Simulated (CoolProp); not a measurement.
Vapour-liquid equilibrium of propylene (1) + dimethyl ether (2) at 0.0625 MPa; x and y are mole fractions of (1).

The numbers come from the multi-fluid Helmholtz-energy mixture model, Lemmon 2013 and Wu 2011; pair parameters Bell 2016 in CoolProp.

```csv
x,bubble temperature (°C),y at the bubble point,dew temperature at overall composition x (°C),liquid density (mol/L)
0.05,-37.8,0.154,-36.1,16.22
0.15,-41.9,0.379,-37.7,16.11
0.25,-45.2,0.531,-39.5,15.97
0.35,-47.8,0.640,-41.3,15.82
0.45,-50.0,0.722,-43.4,15.67
0.55,-51.8,0.787,-45.6,15.51
0.65,-53.3,0.841,-48.1,15.34
0.75,-54.7,0.889,-50.7,15.18
0.85,-56.0,0.934,-53.6,15.02
0.95,-57.1,0.978,-56.4,14.87
```

No azeotrope shows between x = 0.05 and 0.95.

The pair parameters rest on a limited set of measurements; away from them the model extrapolates.
